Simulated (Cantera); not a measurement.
Cantera run:

```python
import numpy as np
import cantera as ct

gas_names = """
    Cu CuF CuF2 CuO Cu2 F FO FO2 F2 F2O O O2 O3
""".split()
cond_names = """
    Cu(cr) Cu(L) CuF2(s) CuF2(L) CuO(s) Cu2O(s) Cu2O(L)
""".split()


# ... load() reads the species with a 1 bar reference pressure and builds the phases ...
atoms = {
    'CuO': {'Cu': 1, 'O': 1},
    'F2': {'F': 2},
}
top_T = {'CuO(s)': 1390}  # K; cautious upper limits of use, not melting points


# ... equilibrate(T, P, feed) seeds the gas with the atoms and calls Mixture.equilibrate('TP', solver="vcs", rtol=1e-11, max_steps=5000) ...
results = []
feed = {'CuO': 1, 'F2': 1}  # mol
T = 1323  # K
P = 10000  # Pa
mix = equilibrate(T, P, feed)
results.append((T, P, feed, dict(zip(mix.species_names, mix.species_moles))))
print(gas.report(threshold=0.0001))
for i in range(1, mix.n_phases):
    print(f"{mix.phase(i).name:16s} {mix.phase_moles(i):12.5e} mol")
```

Output:

```
       temperature   1323 K
          pressure   10000 Pa
           density   0.033195 kg/m^3
  mean mol. weight   36.515 kg/kmol
   phase of matter   gas

                          1 kg             1 kmol
                     ---------------   ---------------
          enthalpy        5.0188e+05        1.8326e+07  J
   internal energy        2.0063e+05         7.326e+06  J
           entropy            7689.4        2.8078e+05  J/K
    Gibbs function       -9.6711e+06       -3.5314e+08  J
 heat capacity c_p            1022.8             37349  J/K
 heat capacity c_v            795.13             29034  J/K

                      mass frac. Y      mole frac. X     chem. pot. / RT
                     ---------------   ---------------   ---------------
               CuF        0.00070003        0.00030967            -41.83
              CuF2           0.18015          0.064784           -65.989
                 F        0.00016108         0.0003096           -24.159
                O2           0.81898            0.9346           -29.754
     [   +9 minor]          4.27e-07        8.7245e-07

Cu(cr)            0.00000e+00 mol
CuF2(L)           9.65176e-01 mol
CuO(s)            0.00000e+00 mol
Cu2O(s)           0.00000e+00 mol
```

Method: chemical equilibrium by Gibbs-energy minimisation in Cantera with the NASA 1993 tables (ideal gas, pure condensed phases).
